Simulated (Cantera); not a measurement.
**Adiabatic ignition**

An adiabatic, constant-volume homogeneous reactor starts with C2H4 : O2 : N2 : CO2 = 1 : 6.82 : 25.6 : 0.71 (molar parts), equivalence ratio 0.44, at 1048 K and 220000 Pa.

Model: GRI-Mech 3.0 (53 species, 325 reactions), integrated in Cantera. GRI-Mech 3.0 was tuned for natural gas; its chemistry of ethylene as a main component is partial and can be far from experiment.

```tsv
t (s)	T (K)	P (bar)	x C2H4	x O2	x CO2	x C2H	x CO	x H2	x C2H6
4.00e-6	1048	2.20	0.0293	0.200	0.0208	<1e-12	<1e-12	1.12e-11	<1e-12
1.09e-5	1048	2.20	0.0293	0.200	0.0208	<1e-12	<1e-12	3.07e-11	<1e-12
2.99e-5	1048	2.20	0.0293	0.200	0.0208	<1e-12	<1e-12	8.41e-11	<1e-12
8.18e-5	1048	2.20	0.0293	0.200	0.0208	<1e-12	<1e-12	2.30e-10	<1e-12
0.000224	1048	2.20	0.0293	0.200	0.0208	<1e-12	<1e-12	6.29e-10	<1e-12
0.000612	1048	2.20	0.0293	0.200	0.0208	<1e-12	1.14e-12	1.72e-9	<1e-12
0.00167	1048	2.20	0.0293	0.200	0.0208	<1e-12	5.68e-12	4.70e-9	<1e-12
0.00458	1048	2.20	0.0293	0.200	0.0208	<1e-12	3.89e-11	1.29e-8	<1e-12
0.0125	1048	2.20	0.0293	0.200	0.0208	<1e-12	6.47e-10	3.52e-8	<1e-12
0.0342	1048	2.20	0.0293	0.200	0.0208	<1e-12	2.55e-6	2.05e-7	2.33e-9
0.0936	2293	4.82	<1e-12	0.107	0.0780	<1e-12	0.00122	0.000159	<1e-12
0.256	2288	4.81	<1e-12	0.106	0.0781	<1e-12	0.00119	0.000155	<1e-12
0.700	2288	4.81	<1e-12	0.106	0.0781	<1e-12	0.00119	0.000155	<1e-12
```
x: mole fraction; the columns are a selection and need not sum to one.

```json
{
 "time_of_steepest_temperature_rise": "35.8 ms",
 "temperature at 0.700 s": "2288 K",
 "equilibrium_temperature": "2288 K",
 "x(C2H4) at 0.700 s": "<1e-12 (gas-phase equilibrium <1e-12)",
 "x(O2) at 0.700 s": "0.106 (gas-phase equilibrium 0.106)",
 "x(CO2) at 0.700 s": "0.0781 (gas-phase equilibrium 0.0781)"
}
```
